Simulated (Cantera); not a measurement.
A closed system holds: 1 mol SiC, 2.3 mol H2O, 20 mol H2, equilibrated at 2.00 bar.

Cantera equilibrium calculation (NASA polynomials, part measured and part estimated; ideal gas, pure solids and liquids). Candidate condensed phases: C, C6H6, C7H8, C8H18, H2O, Si, SiC, SiO2; 123 gas species. The tables hold silica as quartz up to 1696 K and as liquid above; real silica turns to tridymite and cristobalite and melts near 1996 K. The numbers say what is thermodynamically allowed, not how fast it happens. All values below are at 952 °C.

Base state: H2 0.962, CH4 0.0243, CO 0.0131, H2O 0.000495 (mole fractions); condensed: C(graphite) + SiO2(β-quartz).

Task: What changes in the equilibrium state with this change: H2O from 2.3 to 0.003 mol?

Result: 
| species | before | after |
|---|---|---|
| H2 | 0.962 | 1.000 |
| CH4 | 0.0243 | 7.61e-5 |
| H2O | 0.000495 | 1.07e-7 |
| CO | 0.0131 | 7.88e-9 |
| C(graphite), mol | 0.175 | 0 |
| SiO2(β-quartz), mol | 1.00 | 0.00149 |
| SiC(s), mol | 0 | 0.998 |
Mutual solubility and eutectic melting of coexisting phases are not modelled.
